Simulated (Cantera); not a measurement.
What does this Cantera script print?

```python
import numpy as np
import cantera as ct

gas_names = """
    F F2 N NF NF2 NF3 N2 Si SiF SiF2 SiF3 SiF4 SiN Si2 Si2N Si3
""".split()
cond_names = """
    Si(cr) Si(L) Si3N4(a)
""".split()


# ... load() reads the species with a 1 bar reference pressure and builds the phases ...
atoms = {
    'Si': {'Si': 1},
    'F2': {'F': 2},
    'N2': {'N': 2},
}
top_T = {'Si3N4(a)': 2400}  # K; cautious upper limits of use, not melting points


# ... equilibrate(T, P, feed) seeds the gas with the atoms and calls Mixture.equilibrate('TP', solver="vcs", rtol=1e-11, max_steps=5000) ...
results = []
feed = {'Si': 1, 'F2': 1.4, 'N2': 1.3}  # mol
T = 1348  # K
P = 27000  # Pa
mix = equilibrate(T, P, feed)
results.append((T, P, feed, dict(zip(mix.species_names, mix.species_moles))))
print(gas.report(threshold=1e-05))
for i in range(1, mix.n_phases):
    print(f"{mix.phase(i).name:16s} {mix.phase_moles(i):12.5e} mol")
```

Output:

```
       temperature   1348 K
          pressure   27000 Pa
           density   0.13866 kg/m^3
  mean mol. weight   57.559 kg/kmol
   phase of matter   gas

                          1 kg             1 kmol
                     ---------------   ---------------
          enthalpy        -9.855e+06       -5.6724e+08  J
   internal energy        -1.005e+07       -5.7845e+08  J
           entropy            5675.3        3.2666e+05  J/K
    Gibbs function       -1.7505e+07       -1.0076e+09  J
 heat capacity c_p            1069.4             61552  J/K
 heat capacity c_v            924.92             53237  J/K

                      mass frac. Y      mole frac. X     chem. pot. / RT
                     ---------------   ---------------   ---------------
                N2            0.2973           0.61085           -27.492
              SiF2        1.9099e-05        1.6635e-05           -100.09
              SiF3         0.0042826         0.0028973           -144.14
              SiF4           0.69839           0.38623           -188.19
     [  +12 minor]        1.1122e-10        1.3632e-10

Si(cr)            0.00000e+00 mol
Si3N4(a)          9.95599e-02 mol
```

Method: chemical equilibrium by Gibbs-energy minimisation in Cantera with the NASA 1993 tables (ideal gas, pure condensed phases). N2 is the only nitrogen source here; it is nearly inert below about 1500 K, so the nitride shown seldom forms there in practice. The tables' values for SiF3, SiF2 are old estimates; treat these amounts as uncertain.
